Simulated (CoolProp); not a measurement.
CF4 (R14) at 495 K and 0.685 MPa is throttled through a valve to 0.264 MPa with no heat exchange. Each further row changes one setting.

Values from CoolProp's reference Helmholtz-energy equation of state, Platzer 1990. This equation is an older, rougher fit.

```tsv
case	temperature change (K)	final density (kg/m³)
as stated	-0.7	5.65
outlet pressure 0.0792 MPa	-1.0	1.70
outlet pressure 0.343 MPa	-0.6	7.34
```
